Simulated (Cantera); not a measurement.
An adiabatic, constant-volume homogeneous reactor starts with C3H8 : O2 : N2 = 1 : 8.77 : 33 (molar parts), equivalence ratio 0.57, at 1350 K and 6.71 atm. Integrator tolerance rtol = 1e-08.

Model: GRI-Mech 3.0 (53 species, 325 reactions), integrated in Cantera. GRI-Mech 3.0 was tuned for natural gas; its chemistry of propane as a main component is partial and can be far from experiment.

**Question.** What does this change do: 1.3 parts H2O added?

**Answer.** 
```csv
quantity,before,after
time of steepest temperature rise,0.153 ms,0.155 ms
temperature at 4.00 s,2693 K,2651 K
equilibrium temperature,2693 K,2651 K
x(C3H8) at 4.00 s,<1e-12 (gas-phase equilibrium <1e-12),<1e-12 (gas-phase equilibrium <1e-12)
x(O2) at 4.00 s,0.0762 (gas-phase equilibrium 0.0762),0.0743 (gas-phase equilibrium 0.0743)
x(NO) at 4.00 s,0.0184 (gas-phase equilibrium 0.0184),0.0168 (gas-phase equilibrium 0.0168)
x(C2H6) at 4.00 s,<1e-12 (gas-phase equilibrium <1e-12),<1e-12 (gas-phase equilibrium <1e-12)
x(O) at 4.00 s,0.00260 (gas-phase equilibrium 0.00260),0.00216 (gas-phase equilibrium 0.00216)
```
